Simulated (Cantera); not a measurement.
Input: 1 mol PbO, 8.3 mol CO, 0.13 mol N2, at 100 Torr.

Method: chemical equilibrium by Gibbs-energy minimisation in Cantera with the NASA 1993 tables (ideal gas, pure condensed phases). Candidate condensed phases: C, Pb, PbO, PbO2, Pb3O4; 27 gas species. The numbers say what is thermodynamically allowed, not how fast it happens. All values below are at 1150 °C.

Base state: CO 0.793, CO2 0.109, Pb 0.0841, N2 0.0141, Pb2 2.10e-5 (mole fractions); condensed: Pb(l).

Task: What changes in the equilibrium state with this change: pressure from 100 Torr to 3.90 Torr?

Result: 
```tsv
species	before	after
CO	0.793	0.774
CO2	0.109	0.106
Pb	0.0841	0.106
N2	0.0141	0.0138
Pb2	2.10e-5	1.30e-6
Pb(l), mol	0.226	0
```
